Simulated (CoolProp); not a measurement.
Computed with CoolProp (reference Helmholtz-energy equation of state, Leachman 2009).

**Question.** For normal hydrogen, give the phase and the density (kg/m³), cp (kJ/(kg K)), cv (kJ/(kg K)), isothermal compressibility (1/MPa) at 47.3 K and 10.8 bar; 47.3 K and 97.2 bar.

**Answer.** 
- 47.3 K and 10.8 bar: gas; density 6.19, cp 12.7, cv 6.40, isothermal compressibility 1.04
- 47.3 K and 97.2 bar: supercritical; density 55.1, cp 15.4, cv 6.72, isothermal compressibility 0.0389
